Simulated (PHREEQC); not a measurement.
A solution holds 0.039 mol/kgw NH4Cl, 0.95 mol/kgw KOH and 0.076 mol/kgw NaCl, at 15 °C. Closed to the air; pH follows from the charge balance.

All values are PHREEQC results (ion-association model, phreeqc.dat), not measurements.

Problem. The ionic strength comes out as 1.03 mol/kgw. What activity coefficients do Cl-, NH4+, Na+, OH-, K+ get?

Solution. Cl- 0.61, NH4+ 0.53, Na+ 0.74, OH- 0.58, K+ 0.60.

No solid was allowed to form. Caution: at this ionic strength the ion-association model is outside its range; a Pitzer model would be the better tool where its parameters exist. Complexes and solids missing from the database can't appear.
